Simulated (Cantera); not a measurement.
Source: NASA polynomial tables (part measured, part estimated), evaluated in Cantera. Values are per mole of reaction as written; species without (g) are pure solids or liquids, kept so even where they would boil at 1 bar.

2 V2O4 + H2O2(g) = 2 H(g) + 2 V2O5

| T (K) | ΔH° (kJ) | ΔS° (J/K) | ΔG° (kJ) | log10 K | condensed phases |
|---|---|---|---|---|---|
| 300 | 325.5 | 49.2 | 310.8 | -54.11 | V2O4(s), V2O5(s) |
| 725 | 319.3 | 20.7 | 304.3 | -21.92 | V2O4(s), V2O5(s) |
| 875 | 323.3 | 25.7 | 300.8 | -17.96 | V2O4(s), V2O5(s) |
| 1025 | 457.4 | 167.9 | 285.4 | -14.54 | V2O4(s), V2O5(l) |
| 1175 | ___ | ___ | ___ | ___ | V2O4(s), V2O5(l) |
| 1325 | 466.0 | 175.3 | 233.7 | -9.21 | V2O4(s), V2O5(l) |
| 1475 | 468.4 | 177.1 | 207.3 | -7.34 | V2O4(s), V2O5(l) |
| 1625 | ___ | ___ | ___ | ___ | V2O4(s), V2O5(l) |
| 1775 | 469.8 | 178.0 | 153.9 | -4.53 | V2O4(s), V2O5(l) |
| 1925 | ___ | ___ | ___ | ___ | V2O4(l), V2O5(l) |
| 2075 | ___ | ___ | ___ | ___ | V2O4(l), V2O5(l) |

### Question
Fill in the missing entries.

### Answer

- 1175, ΔH° (kJ): 462.4
- 1175, ΔS° (J/K): 172.4
- 1175, ΔG° (kJ): 259.8
- 1175, log10 K: -11.55
- 1625, ΔH° (kJ): 469.7
- 1625, ΔS° (J/K): 177.9
- 1625, ΔG° (kJ): 180.6
- 1625, log10 K: -5.81
- 1925, ΔH° (kJ): 237.4
- 1925, ΔS° (J/K): 50.2
- 1925, ΔG° (kJ): 140.8
- 1925, log10 K: -3.82
- 2075, ΔH° (kJ): 225.8
- 2075, ΔS° (J/K): 44.3
- 2075, ΔG° (kJ): 133.7
- 2075, log10 K: -3.37
